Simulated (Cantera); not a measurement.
What does this Cantera script print?

```python
import numpy as np
import cantera as ct

gas_names = """
    H H2 Si SiH SiH2 SiH3 SiH4 Si2 Si3
""".split()
cond_names = """
    Si(cr) Si(L)
""".split()


def load(file, names, dense=False):
    # The tables refer to 1 bar. Condensed volumes are neglected.
    table = {s.name: s for s in ct.Species.list_from_file(file)}
    out = []
    for n in names:
        d = dict(table[n].input_data)
        d["thermo"] = dict(d["thermo"], **{"reference-pressure": 1e5})
        if dense:
            d["equation-of-state"] = {"model": "constant-volume", "density": "1e6 g/cm^3"}
        out.append(ct.Species.from_dict(d))
    return out


gas = ct.Solution(thermo="ideal-gas", species=load("nasa_gas.yaml", gas_names))
cond = {s.name: ct.Solution(thermo="fixed-stoichiometry", species=[s], name=s.name)
        for s in load("nasa_condensed.yaml", cond_names, dense=True)}
atoms = {
    'Si': {'Si': 1},
    'H2': {'H': 2},
}
top_T = {}  # K; cautious upper limits of use, not melting points


def equilibrate(T, P, feed):
    n = {}
    for name, mol in feed.items():
        for a, k in atoms[name].items():
            n[a] = n.get(a, 0.0) + k * mol
    gas.TPX = T, P, n
    mass = sum(n.values()) * gas.mean_molecular_weight
    gas.equilibrate("TP")
    valid = [c for c in cond.values() if c.min_temp <= T <= top_T.get(c.name, c.max_temp)]
    mix = ct.Mixture([(gas, mass / gas.mean_molecular_weight)] + [(c, 0.0) for c in valid])
    mix.T, mix.P = T, P
    mix.equilibrate("TP", solver="vcs", rtol=1e-11, max_steps=5000)
    return mix


results = []
feed = {'Si': 1, 'H2': 0.33}  # mol
T = 1025  # K
P = 100000  # Pa
mix = equilibrate(T, P, feed)
results.append((T, P, feed, dict(zip(mix.species_names, mix.species_moles))))
x = sorted(zip(gas.X, gas.species_names), reverse=True)
print(f"T = {T:g} K  P = {P:g} Pa  gas = {mix.phase_moles(0):.4g} mol")
print("   x: " + "  ".join(f"{s} {v:.3e}" for v, s in x if v > 0.0001))
print("   condensed (mol): " + ("  ".join(f"{mix.phase(i).name} {mix.phase_moles(i):.4g}"
      for i in range(1, mix.n_phases) if mix.phase_moles(i) > 1e-12) or "none"))
```

It prints:

```
T = 1025 K  P = 100000 Pa  gas = 0.33 mol
   x: H2 1.000e+00
   condensed (mol): Si(cr) 1
```

Method: chemical equilibrium by Gibbs-energy minimisation in Cantera with the NASA 1993 tables (ideal gas, pure condensed phases).
